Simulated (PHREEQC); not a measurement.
A solution holds 1.4 mol/kgw KOH, 0.0025 mol/kgw Na2B4O7 and 0.17 mol/kgw KBr, at 25 °C. Closed to the air; pH follows from the charge balance.

All values are PHREEQC results (Pitzer model, pitzer.dat), not measurements.

This is a speciation only: nothing precipitates in the calculation.

Problem. Estimate the pH.

Solution. pH 14.13.

In brines, pH and single-ion activities rest on the MacInnes convention.
